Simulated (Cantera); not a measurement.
A Cantera script and its output.

```python
import numpy as np
import cantera as ct

gas = ct.Solution("h2o2.yaml")
gas.TPX = 723, 130000, {'H2': 1, 'O2': 0.278, 'N2': 1.04}
flame = ct.FreeFlame(gas, width=0.033)
flame.set_refine_criteria(ratio=3, slope=0.08, curve=0.16)
flame.transport_model = "mixture-averaged"
flame.solve(loglevel=0, auto=True)
z, T = flame.grid, flame.T
thick = (T[-1] - T[0]) / np.gradient(T, z).max()
show = ['H2', 'O2', 'H2O', 'O', 'H2O2', 'OH']
print(f"laminar burning velocity  {flame.velocity[0] * 100:.3f} cm/s")
print(f"burnt temperature         {T[-1]:.1f} K")
print(f"thermal thickness         {thick * 1e3:.4f} mm")
print(f"grid points               {len(z)}")
z0 = z[flame.heat_release_rate.argmax()]
print(f"{'z/mm':>9s}{'T/K':>9s}{'u/(m/s)':>9s}" + "".join(f"{s:>11s}" for s in show))
rows = []
for k in (-3, -2, -1.5, -1, -0.5, -0.25, 0, 0.25, 0.5, 1, 2, 4, 8):
    zz = z0 + k * thick
    rows.append([k * thick, np.interp(zz, z, T), np.interp(zz, z, flame.velocity),
                 *(np.interp(zz, z, flame.X[gas.species_index(s)]) for s in show)])
    print(f"{rows[-1][0] * 1e3:9.3f}{rows[-1][1]:9.1f}{rows[-1][2]:9.3f}" + "".join(f"{x:11.3e}" for x in rows[-1][3:]))
```

Result:

```
laminar burning velocity  1300.584 cm/s
burnt temperature         2448.2 K
thermal thickness         0.3484 mm
grid points               131
     z/mm      T/K  u/(m/s)         H2         O2        H2O          O       H2O2         OH
   -1.045    723.0   13.006  4.314e-01  1.199e-01  6.055e-13  1.455e-15  1.370e-12  1.608e-16
   -0.697    723.0   13.006  4.314e-01  1.199e-01  2.578e-11  1.154e-12  1.426e-12  1.352e-13
   -0.523    723.0   13.006  4.314e-01  1.199e-01  1.000e-09  7.334e-11  3.345e-12  9.433e-12
   -0.348    723.0   13.006  4.314e-01  1.199e-01  2.501e-07  1.483e-08  8.373e-10  3.294e-09
   -0.174    741.6   13.300  4.283e-01  1.196e-01  1.061e-03  1.924e-05  1.785e-06  7.094e-05
   -0.087    913.7   16.103  3.980e-01  1.140e-01  1.760e-02  4.949e-04  4.630e-06  6.528e-04
    0.000   1313.6   22.508  2.821e-01  7.058e-02  1.084e-01  4.721e-03  2.783e-06  3.500e-03
    0.087   1598.0   27.062  1.858e-01  1.701e-02  2.105e-01  5.474e-03  1.488e-06  6.813e-03
    0.174   1721.9   28.948  1.688e-01  4.663e-03  2.359e-01  4.151e-03  9.519e-07  7.974e-03
    0.348   1850.5   30.832  1.733e-01  2.113e-03  2.431e-01  3.317e-03  5.697e-07  8.800e-03
    0.697   1986.9   32.767  1.823e-01  1.451e-03  2.478e-01  2.452e-03  3.144e-07  8.958e-03
    1.394   2120.0   34.598  1.908e-01  8.966e-04  2.532e-01  1.568e-03  1.706e-07  8.280e-03
    2.787   2236.8   36.159  1.982e-01  4.800e-04  2.586e-01  8.603e-04  9.478e-08  6.874e-03
```

Cantera simulation using the H2/O2 subset of GRI-Mech 3.0, which has no nitrogen chemistry; the numbers are that mechanism's predictions, not measurements. Burning velocities carry a grid error of a few per cent, more on coarse grids.
